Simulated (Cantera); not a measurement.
Cantera run, input and output.

```python
import numpy as np
import cantera as ct

surf = ct.Interface("ptcombust.yaml", "Pt_surf")
gas = surf.adjacent["gas"]
gas.TPX = 300, 48000, {'H2': 0.011, 'O2': 0.15, 'N2': 0.79}
jet = ct.ImpingingJet(gas=gas, width=0.075, surface=surf)
jet.inlet.mdot, jet.inlet.T, jet.inlet.X = 0.021, 300, {'H2': 0.011, 'O2': 0.15, 'N2': 0.79}
jet.set_refine_criteria(ratio=10, slope=0.2, curve=0.3)
show, cover = ['H2', 'O2', 'H2O', 'OH'], ["PT(S)", "H(S)", "O(S)", "OH(S)", "CO(S)", "C(S)"]

rows = []
print(f"{'Ts/K':>7s}" + "".join(f"{s:>11s}" for s in show + cover) + "   (gas at the wall, coverages)")
for i, Ts in enumerate([500, 550, 600, 650, 700, 750, 800, 850]):
    jet.surface.T = Ts
    if i == 0:
        surf.TP = Ts, 48000
        surf.coverages = "PT(S):0.5, O(S):0.5"
        surf.advance_coverages(1.0)
        jet.set_initial_guess(products="inlet")
    jet.solve(loglevel=0, auto=(i == 0))
    rows.append([*(jet.X[gas.species_index(s), -1] for s in show), *surf[cover].coverages])
    print(f"{Ts:7g}" + "".join(f"{x:11.3e}" for x in rows[-1]))
```

Output:

```
   Ts/K         H2         O2        H2O         OH      PT(S)       H(S)       O(S)      OH(S)      CO(S)       C(S)   (gas at the wall, coverages)
    500  7.210e-04  1.461e-01  2.130e-02  1.179e-15  7.232e-03  2.067e-10  9.818e-01  1.096e-02  3.681e-27  1.458e-31
    550  7.185e-04  1.462e-01  2.112e-02  4.491e-14  7.656e-03  1.855e-10  9.861e-01  6.266e-03  5.563e-18  1.196e-25
    600  7.131e-04  1.462e-01  2.098e-02  9.232e-13  8.105e-03  2.017e-10  9.880e-01  3.916e-03  4.872e-23  5.954e-27
    650  6.738e-04  1.462e-01  2.091e-02  1.160e-11  9.011e-03  2.758e-10  9.883e-01  2.687e-03  5.092e-19 -1.050e-26
    700  5.107e-04  1.461e-01  2.109e-02  9.300e-11  1.253e-02  5.756e-10  9.853e-01  2.194e-03  9.684e-22 -2.014e-31
    750  3.007e-04  1.459e-01  2.137e-02  4.843e-10  2.286e-02  2.005e-09  9.750e-01  2.149e-03  3.137e-21  1.429e-26
    800  1.688e-04  1.458e-01  2.151e-02  1.920e-09  4.300e-02  7.648e-09  9.548e-01  2.202e-03  1.478e-19  1.020e-24
    850  1.011e-04  1.458e-01  2.154e-02  6.466e-09  7.380e-02  2.493e-08  9.240e-01  2.207e-03  3.687e-17  7.462e-23
```

Detailed kinetics in Cantera: Deutschmann's 1995 Pt surface mechanism with GRI-Mech 3.0 gas chemistry. Catalytic surfaces can have several steady states; this one follows from the mechanism file's or the stated starting coverage.
